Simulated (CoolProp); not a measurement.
Properties of chlorine along the isotherm -5.35 °C (Tc = 143.7 °C, pc = 76.42 bar, ω = 0.070).

Model: reference Helmholtz-energy equation of state, Thol 2021, in CoolProp.

```json
[
 {"p (bar)": "9.55", "phase": "liquid", "density (kg/m³)": "…", "isothermal compressibility (1/MPa)": "0.001466", "fugacity coefficient": "0.3090"},
 {"p (bar)": "19.1", "phase": "liquid", "density (kg/m³)": "1487", "isothermal compressibility (1/MPa)": "0.001446", "fugacity coefficient": "0.1577"},
 {"p (bar)": "28.7", "phase": "liquid", "density (kg/m³)": "1489", "isothermal compressibility (1/MPa)": "0.001426", "fugacity coefficient": "0.1071"},
 {"p (bar)": "38.2", "phase": "liquid", "density (kg/m³)": "1491", "isothermal compressibility (1/MPa)": "0.001408", "fugacity coefficient": "0.08214"},
 {"p (bar)": "47.8", "phase": "liquid", "density (kg/m³)": "1493", "isothermal compressibility (1/MPa)": "…", "fugacity coefficient": "0.06700"},
 {"p (bar)": "57.3", "phase": "liquid", "density (kg/m³)": "1495", "isothermal compressibility (1/MPa)": "0.001372", "fugacity coefficient": "0.05703"},
 {"p (bar)": "66.9", "phase": "liquid", "density (kg/m³)": "1497", "isothermal compressibility (1/MPa)": "0.001355", "fugacity coefficient": "0.04986"},
 {"p (bar)": "76.4", "phase": "liquid", "density (kg/m³)": "1499", "isothermal compressibility (1/MPa)": "0.001338", "fugacity coefficient": "0.04455"},
 {"p (bar)": "86", "phase": "liquid", "density (kg/m³)": "1501", "isothermal compressibility (1/MPa)": "0.001322", "fugacity coefficient": "…"},
 {"p (bar)": "95.5", "phase": "liquid", "density (kg/m³)": "1502", "isothermal compressibility (1/MPa)": "0.001306", "fugacity coefficient": "0.03711"},
 {"p (bar)": "105", "phase": "liquid", "density (kg/m³)": "1504", "isothermal compressibility (1/MPa)": "0.001291", "fugacity coefficient": "0.03444"},
 {"p (bar)": "115", "phase": "liquid", "density (kg/m³)": "1506", "isothermal compressibility (1/MPa)": "0.001275", "fugacity coefficient": "0.03212"}
]
```

Problem. Complete the blanks.

Solution. 
- 9.55, density (kg/m³): 1485
- 47.8, isothermal compressibility (1/MPa): 0.001389
- 86, fugacity coefficient: 0.04039
